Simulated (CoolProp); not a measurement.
Aqueous sodium chloride as a coolant, at 1 °C, 1 atm.

Model: Melinder's fits for secondary coolants, in CoolProp.

| mass % | freezing point (°C) | Prandtl number | conductivity (W/(m K)) | density (kg/m³) | cp (kJ/(kg K)) |
|---|---|---|---|---|---|
| 5.8 | -3.6 | 12.8 | 0.560 | 1044 | 3.873 |
| 7.2 | -4.5 | 12.9 | 0.559 | 1055 | 3.807 |
| 8.6 | -5.5 | 13.1 | 0.558 | 1066 | 3.746 |
| 9.9 | -6.5 | 13.3 | 0.557 | 1076 | 3.694 |
| 11.3 | -7.6 | 13.5 | 0.557 | 1087 | 3.642 |
| 12.7 | -8.8 | 13.8 | 0.556 | 1098 | 3.594 |
| 14 | -9.9 | 14.1 | 0.555 | 1108 | 3.551 |
| 15.4 | -11.3 | 14.5 | 0.553 | 1119 | 3.509 |
| 16.8 | -12.7 | 14.9 | 0.552 | 1130 | 3.469 |
